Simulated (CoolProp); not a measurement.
Properties of R1233zd(E) at several states.

Computed with CoolProp (reference Helmholtz-energy equation of state, Akasaka 2022).

| T (°C) | p (MPa) | phase | density (kg/m³) | speed of sound (m/s) | fugacity coefficient |
|---|---|---|---|---|---|
| -46.15 | 0.0254 | liquid | 1421 | 979.2 | 0.1524 |
| 122.75 | 1.44 | gas | 76.32 | 127.8 | 0.8000 |
| 87.85 | 0.229 | gas | 10.43 | 151.4 | 0.9563 |
| 132.15 | 5.28 | liquid | 973.6 | 343.6 | 0.3211 |
